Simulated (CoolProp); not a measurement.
Values from CoolProp's reference Helmholtz-energy equation of state, Polt 1992. This equation is an older, rougher fit.

Question: For propyne, give the phase and the cv (kJ/(kg K)), speed of sound (m/s) at 111.55 °C and 0.101 MPa; 149.85 °C and 0.101 MPa; 168.95 °C and 0.101 MPa.

Answer: 
- 111.55 °C and 0.101 MPa: gas; cv 1.57, speed of sound 299
- 149.85 °C and 0.101 MPa: gas; cv 1.67, speed of sound 313
- 168.95 °C and 0.101 MPa: gas; cv 1.71, speed of sound 320
